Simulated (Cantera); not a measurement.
An adiabatic, constant-pressure homogeneous reactor starts with H₂ : O₂ : N₂ : NO = 1 : 0.385 : 1.45 : 0.013 (molar parts), at 1448 K and 850000 Pa.

Model: GRI-Mech 3.0 (53 species, 325 reactions), integrated in Cantera. The hydrogen kinetics of GRI-Mech 3.0 are dated; newer H2 mechanisms differ, most at raised pressure. Above 3000 K some thermodynamic fits are extrapolated.

### Question
Predict: time of steepest temperature rise; temperature at 0.100 s; equilibrium temperature; x(H₂) at 0.100 s; x(O₂) at 0.100 s; x(NO) at 0.100 s; x(N₂O) at 0.100 s; x(OH) at 0.100 s.

### Answer
| Quantity | Result |
|---|---|
| time of steepest temperature rise | 2.09 µs |
| temperature at 0.100 s | 3040 K |
| equilibrium temperature | 3040 K |
| x(H₂) at 0.100 s | 0.0979 (gas-phase equilibrium 0.0979) |
| x(O₂) at 0.100 s | 0.00255 (gas-phase equilibrium 0.00255) |
| x(NO) at 0.100 s | 0.00473 (gas-phase equilibrium 0.00473) |
| x(N₂O) at 0.100 s | 6.68e-7 (gas-phase equilibrium 6.68e-7) |
| x(OH) at 0.100 s | 0.0188 (gas-phase equilibrium 0.0188) |
